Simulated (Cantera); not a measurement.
## Gas activation for diamond growth

An isothermal, constant-pressure homogeneous reactor starts with CH4 : H2 : H = 0.023 : 1 : 0.0069 (molar parts), at 1850 K and 128 Torr.

Model: GRI-Mech 3.0 (53 species, 325 reactions), integrated in Cantera. GRI-Mech 3.0 stops at C3 and has no aromatics, soot or wall deposition, so with more carbon than oxygen in the feed, carbon stays in small species such as C2H2 where larger ones or solid carbon would form.

```tsv
t (s)	x CH4	x H2	x H	x C2H2	x CH2	x C2H
0.000400	0.0202	0.976	0.00246	0.000456	2.50e-6	1.24e-8
0.00159	0.0197	0.977	0.00141	0.000981	8.64e-7	1.52e-8
0.00633	0.0180	0.978	0.00123	0.00188	6.15e-7	2.55e-8
0.0252	0.0134	0.981	0.00125	0.00421	4.77e-7	5.77e-8
0.100	0.00653	0.984	0.00128	0.00765	2.50e-7	1.07e-7
0.399	0.00217	0.987	0.00130	0.00983	8.74e-8	1.39e-7
1.59	0.000817	0.987	0.00131	0.0105	3.35e-8	1.50e-7
6.32	0.000690	0.987	0.00131	0.0106	2.84e-8	1.50e-7
25.1	0.000690	0.987	0.00131	0.0106	2.84e-8	1.50e-7
100	0.000690	0.987	0.00131	0.0106	2.84e-8	1.50e-7
```
x: mole fraction; the columns are a selection and need not sum to one.

Equilibrium at this temperature and pressure: CH4 0.000690, H2 0.987, H 0.00131, C2H2 0.0106, CH2 2.84e-8, C2H 1.50e-7 (gas phase only).
